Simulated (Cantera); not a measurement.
Feed: 1 mol SiH2Cl2, 0.3 mol Cl2, 3.7 mol H2, equilibrated at 0.00133 bar.

Cantera equilibrium calculation (NASA polynomials, part measured and part estimated; ideal gas, pure solids and liquids). Candidate condensed phases: Si; 19 gas species. The tables' values for SiCl3, SiCl are old estimates; treat these amounts as uncertain. Rates play no part.

x: gas mole fraction; n: condensed amount in mol.

```json
[
 {"T (K)": "1048", "x H2": "0.811", "x HCl": "0.0792", "x SiCl2": "0.0144", "x SiCl4": "0.0790", "x SiCl3": "0.00789", "n Si(s)": "0.397"},
 {"T (K)": "1148", "x H2": "0.757", "x HCl": "0.132", "x SiCl2": "0.0504", "x SiCl4": "0.0420", "x SiCl3": "0.0138", "n Si(s)": "?"},
 {"T (K)": "1248", "x H2": "0.715", "x HCl": "0.165", "x SiCl2": "0.0955", "x SiCl4": "0.0110", "x SiCl3": "0.0121", "n Si(s)": "?"},
 {"T (K)": "1348", "x H2": "0.702", "x HCl": "0.172", "x SiCl2": "0.118", "x SiCl4": "0.00183", "x SiCl3": "0.00656", "n Si(s)": "?"},
 {"T (K)": "1448", "x H2": "0.700", "x HCl": "0.170", "x SiCl2": "0.127", "x SiCl4": "0.000316", "x SiCl3": "0.00330", "n Si(s)": "0.220"},
 {"T (K)": "1548", "x H2": "0.700", "x HCl": "0.166", "x SiCl2": "0.131", "x SiCl4": "6.56e-5", "x SiCl3": "0.00175", "n Si(s)": "0.203"},
 {"T (K)": "1648", "x H2": "0.700", "x HCl": "0.162", "x SiCl2": "0.133", "x SiCl4": "1.63e-5", "x SiCl3": "0.000992", "n Si(s)": "0.189"}
]
```

Question: Complete the blanks.

Answer: 
- 1148, n Si(s): 0.367
- 1248, n Si(s): 0.291
- 1348, n Si(s): 0.244
